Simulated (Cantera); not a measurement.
A perfectly stirred reactor is fed with NO : N₂ = 1 : 0.12 (molar parts), at 20.0 Torr; it is held at 1950 K, and followed from long to short residence time.

Computed with Cantera and GRI-Mech 3.0 (53 species, 325 reactions). Radical loss at walls, strong at low pressure, is not modelled.

x: mole fraction; the columns are a selection and need not sum to one.

```tsv
τ (s)	x NO	x NO₂	x N₂O	x O₂	x N₂	x O
4.9	0.620	0.000147	0.000107	0.136	0.243	?
1.9	0.776	0.000119	0.000187	0.0575	0.165	?
0.75	0.848	8.32e-5	0.000239	0.0218	0.129	?
0.29	0.876	6.05e-5	0.000259	0.00784	0.115	?
0.12	0.886	4.90e-5	0.000252	0.00291	0.110	?
0.046	0.890	3.99e-5	0.000218	0.000880	0.108	?
0.018	0.892	2.86e-5	0.000156	0.000207	0.107	?
0.0070	0.893	1.39e-5	8.81e-5	3.16e-5	0.107	?
```

**Question.** Some entries are withheld; supply them.

**Answer.** 
- 4.9, x O: 0.00111
- 1.9, x O: 0.000805
- 0.75, x O: 0.000606
- 0.29, x O: 0.000493
- 0.12, x O: 0.000424
- 0.046, x O: 0.000345
- 0.018, x O: 0.000235
- 0.0070, x O: 0.000117
